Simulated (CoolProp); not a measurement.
A closed Brayton cycle with nitrogen: compressor inlet 317.15 K and 0.57 MPa, high pressure 1.16 MPa, turbine inlet 785 K, compressor efficiency 0.85, turbine efficiency 0.85, recuperator effectiveness 0.8 (on enthalpy, no pinch check). Each further row changes one setting.

Computed with CoolProp (reference Helmholtz-energy equation of state, Span 2000).

```csv
case,thermal efficiency (%),net work (kJ/kg),compressor to turbine work,compressor exit (K),turbine exit (K)
as stated,22.1,41.2,0.68,401.1,668.9
turbine inlet 735 K,19.5,32.9,0.73,401.1,625.3
compressor inlet 327.15 K,20.9,38.4,0.70,413.7,668.9
high pressure 0.986 MPa,21.0,35.5,0.65,380.4,693.8
recuperator effectiveness 0.5,15.1,41.2,0.68,401.1,668.9
```
